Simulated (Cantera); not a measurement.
What does this Cantera script print?

```python
import numpy as np
import cantera as ct

gas_names = """
    Cu CuF CuF2 Cu2 F F2 N NF NF2 NF3 N2
""".split()
cond_names = """
    Cu(cr) Cu(L) CuF2(s) CuF2(L)
""".split()


# ... load() reads the species with a 1 bar reference pressure and builds the phases ...
atoms = {
    'CuF2': {'Cu': 1, 'F': 2},
    'N2': {'N': 2},
}
top_T = {}  # K; cautious upper limits of use, not melting points


# ... equilibrate(T, P, feed) seeds the gas with the atoms and calls Mixture.equilibrate('TP', solver="vcs", rtol=1e-11, max_steps=5000) ...
results = []
feed = {'CuF2': 1, 'N2': 1.4}  # mol
T = 625  # K
P = 21000  # Pa
mix = equilibrate(T, P, feed)
results.append((T, P, feed, dict(zip(mix.species_names, mix.species_moles))))
print(gas.report(threshold=0.001))
for i in range(1, mix.n_phases):
    print(f"{mix.phase(i).name:16s} {mix.phase_moles(i):12.5e} mol")
```

Output:

```
       temperature   625 K
          pressure   21000 Pa
           density   0.11321 kg/m^3
  mean mol. weight   28.014 kg/kmol
   phase of matter   gas

                          1 kg             1 kmol
                     ---------------   ---------------
          enthalpy        3.4453e+05        9.6518e+06  J
   internal energy        1.5904e+05        4.4553e+06  J
           entropy            8081.4        2.2639e+05  J/K
    Gibbs function       -4.7063e+06       -1.3184e+08  J
 heat capacity c_p            1079.4             30238  J/K
 heat capacity c_v             782.6             21924  J/K

                      mass frac. Y      mole frac. X     chem. pot. / RT
                     ---------------   ---------------   ---------------
                N2                 1                 1           -25.371
     [  +10 minor]        1.5042e-12         4.153e-13

Cu(cr)            0.00000e+00 mol
CuF2(s)           1.00000e+00 mol
```

Equilibrium computed with Cantera from the NASA thermochemical tables; the gas is ideal and each condensed phase is pure.
